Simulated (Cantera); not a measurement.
# Gas activation for diamond growth

A perfectly stirred reactor is fed with CH4 : H2 : H = 0.015 : 1 : 0.043 (molar parts), at 33.8 Torr; it is held at 1500 K, and followed from long to short residence time.

Cantera simulation using GRI-Mech 3.0 (53 species, 325 reactions); the numbers are that mechanism's predictions, not measurements. GRI-Mech 3.0 stops at C3 and has no aromatics, soot or wall deposition, so with more carbon than oxygen in the feed, carbon stays in small species such as C2H2 where larger ones or solid carbon would form. Radical loss at walls, strong at low pressure, is not modelled.

```json
[
 {"τ (s)": "0.31", "x CH4": "0.00928", "x H2": "0.987", "x H": "0.00118", "x C2H2": "0.00239", "x C2H": "5.39e-9", "x C2H4": "4.88e-5"},
 {"τ (s)": "0.16", "x CH4": "0.00966", "x H2": "0.986", "x H": "0.00159", "x C2H2": "0.00216", "x C2H": "6.56e-9", "x C2H4": "5.10e-5"},
 {"τ (s)": "0.087", "x CH4": "0.00996", "x H2": "0.986", "x H": "0.00210", "x C2H2": "0.00195", "x C2H": "7.82e-9", "x C2H4": "5.39e-5"},
 {"τ (s)": "0.047", "x CH4": "0.0102", "x H2": "0.985", "x H": "0.00279", "x C2H2": "0.00176", "x C2H": "9.35e-9", "x C2H4": "5.77e-5"},
 {"τ (s)": "0.025", "x CH4": "0.0103", "x H2": "0.984", "x H": "0.00373", "x C2H2": "0.00159", "x C2H": "1.13e-8", "x C2H4": "6.29e-5"},
 {"τ (s)": "0.013", "x CH4": "0.0103", "x H2": "0.982", "x H": "0.00504", "x C2H2": "0.00145", "x C2H": "1.40e-8", "x C2H4": "6.95e-5"},
 {"τ (s)": "0.0071", "x CH4": "0.0101", "x H2": "0.980", "x H": "0.00667", "x C2H2": "0.00134", "x C2H": "1.72e-8", "x C2H4": "7.65e-5"},
 {"τ (s)": "0.0038", "x CH4": "0.00992", "x H2": "0.978", "x H": "0.00885", "x C2H2": "0.00125", "x C2H": "2.13e-8", "x C2H4": "8.37e-5"},
 {"τ (s)": "0.0020", "x CH4": "0.00962", "x H2": "0.975", "x H": "0.0117", "x C2H2": "0.00115", "x C2H": "2.61e-8", "x C2H4": "8.96e-5"}
]
```
x: mole fraction; the columns are a selection and need not sum to one.
